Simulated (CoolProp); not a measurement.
Properties of normal hydrogen along the isotherm -240.75 °C (Tc = -240.0 °C, pc = 1296 kPa, ω = -0.219).

Model: reference Helmholtz-energy equation of state, Leachman 2009, in CoolProp.

```
p (kPa)   phase  speed of sound (m/s)  isothermal compressibility (1/MPa)  fugacity coefficient
-------  ------  --------------------  ----------------------------------  --------------------
405         gas                 449.4                               2.834                0.8938
810         gas                 420.7                               1.859                0.7884
1220     liquid                 554.9                              0.5621                0.6644
1620     liquid                 700.0                                   ?                0.5313
2030     liquid                     ?                             0.09958                0.4491
2430     liquid                     ?                             0.07399                0.3958
2840     liquid                 884.7                             0.05917                0.3573
3240     liquid                 924.1                             0.04979                0.3295
3650     liquid                 959.6                             0.04299                     ?
4050     liquid                 990.8                             0.03805                0.2913
4460     liquid                  1020                             0.03410                     ?
4860     liquid                  1046                             0.03102                0.2675
5270     liquid                  1071                             0.02842                0.2588
5670     liquid                  1094                             0.02630                0.2520
6080     liquid                  1117                             0.02445                0.2463
6480     liquid                  1137                             0.02290                0.2419
```

Q: Complete the blanks.

A: 
- 1620, isothermal compressibility (1/MPa): 0.1613
- 2030, speed of sound (m/s): 780.1
- 2430, speed of sound (m/s): 837.3
- 3650, fugacity coefficient: 0.3078
- 4460, fugacity coefficient: 0.2779
